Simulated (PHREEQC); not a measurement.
# Acid mine or pickling water: speciation

A made-up water analysis in mg/L, 20 °C, pH 3.6, pe 12.4:

```tsv
constituent	mg/L
Na	107
K	89.8
Ca	562
Mg	23.4
Cl	354
S(6) as SO4	1350
B	0.0668
Fe(3)	0.594
```

Na is adjusted to close the charge balance.
Valence states are taken as typed.

Model: ion-association model, phreeqc.dat, run in PHREEQC.

This is a speciation only: nothing precipitates in the calculation.

Task: Predict the ionic strength.

Result: ionic strength 0.0505 mol/kgw.

Task: In which forms is Mg present?

Result: Mg+2 69 %, MgSO4 31 % of the Mg.

Examples of supersaturated solids here: Jarosite-K, Hematite (slow to form). Others may be too.
